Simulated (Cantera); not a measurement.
Charge: 1 mol H2O, 0.02 mol O2, 0.76 mol N2, at 7.00 mbar.

These are equilibrium values from Cantera (NASA tables, ideal gas, pure condensed phases), not measurements of a reactor. Candidate condensed phases: H2O; 47 gas species. Ions and electrons are included (thermal ionisation). Kinetics and transport are ignored.

Task: At 2727 °C, list the 4 most abundant gas species with their mole fractions, and the condensed phases.

Result: H 0.431, N2 0.226, O 0.205, H2 0.0521. Condensed: gas only.
